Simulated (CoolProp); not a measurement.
A single-stage vapour-compression cycle with ammonia: evaporating at 235.15 K (dew point), condensing at 273.15 K (bubble point), superheat 5 K, subcooling 0 K, compressor efficiency 0.9, no pressure losses. Each further row changes one setting.

The numbers come from the reference Helmholtz-energy equation of state, Gao 2020 in CoolProp.

```tsv
case	cooling COP	pressure ratio	discharge temperature (K)	refrigerating effect (kJ/kg)	volumetric capacity (kJ/m³)
as stated	4.64	5.39	366.4	1220	849
evaporating temperature 240.15 K	…	…	350.9	1230	1090
condensing temperature 268.15 K	…	…	…	1250	865
subcooling 5 K	4.73	5.39	366.4	1250	865
superheat 15 K	4.53	5.39	380.9	1240	826
compressor efficiency 0.8	4.13	5.39	380.5	1220	849
```

Question: What belongs in the gaps?

Answer: 
- evaporating temperature 240.15 K, cooling COP: 5.60
- evaporating temperature 240.15 K, pressure ratio: 4.17
- condensing temperature 268.15 K, cooling COP: 5.46
- condensing temperature 268.15 K, pressure ratio: 4.45
- condensing temperature 268.15 K, discharge temperature (K): 350.0
